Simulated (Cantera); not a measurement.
An adiabatic, constant-pressure homogeneous reactor starts with 6.03 % CH₄, 19.8 % O₂, 74.2 % N₂, equivalence ratio 0.61, at 1700 K and 7.01 atm.

Model: GRI-Mech 3.0 (53 species, 325 reactions), integrated in Cantera.

One state of this run: T (K) = 2723; x CH₄ = <1e-12; x O₂ = 0.0688; x CH₂ = <1e-12; x H = 0.00117; x NO = 0.0155. x: mole fraction; the columns are a selection and need not sum to one.

### Question
Which value of t (s) does it belong to?
A) 0.00134
B) 3.00e-6
C) 1.02e-5
D) 3.45e-5

### Answer
A, 0.00134
